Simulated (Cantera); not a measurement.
A diamond (100) surface in a fixed gas of H2 with x(CH4) = 0.0034, x(H) = 0.0039, x(CH3) = 0.0016, at 1025 K; coverages are run to steady state.

Cantera simulation using the Harris–Goodwin 1993 mechanism for the reconstructed diamond (100) surface; the numbers are that mechanism's predictions, not measurements.

θ: site fractions in the mechanism's names (c6HH fully hydrogenated, c6H* and c6*H radical sites, c6** diradical, c6HM methylated).

| P (Pa) | growth (µm/h) | θ c6HH | θ c6H* | θ c6*H | θ c6** | θ c6HM |
|---|---|---|---|---|---|---|
| 1500 | ___ | 0.478 | 0.0169 | 0.323 | 0.00852 | 0.123 |
| 2100 | ___ | 0.472 | 0.0167 | 0.319 | 0.00842 | 0.130 |
| 2900 | ___ | 0.468 | 0.0165 | 0.316 | 0.00834 | 0.136 |
| 4000 | ___ | 0.465 | 0.0164 | 0.314 | 0.00828 | 0.140 |
| 5600 | ___ | 0.462 | 0.0163 | 0.312 | 0.00823 | 0.143 |
| 7700 | ___ | 0.460 | 0.0163 | 0.310 | 0.00820 | 0.146 |
| 11000 | ___ | 0.459 | 0.0163 | 0.309 | 0.00817 | 0.148 |
| 15000 | ___ | 0.458 | 0.0162 | 0.309 | 0.00816 | 0.149 |

Question: What belongs in the gaps?

Answer: 
- 1500, growth (µm/h): 8.73
- 2100, growth (µm/h): 12.9
- 2900, growth (µm/h): 18.5
- 4000, growth (µm/h): 26.3
- 5600, growth (µm/h): 37.6
- 7700, growth (µm/h): 52.5
- 11000, growth (µm/h): 76.0
- 15000, growth (µm/h): 105
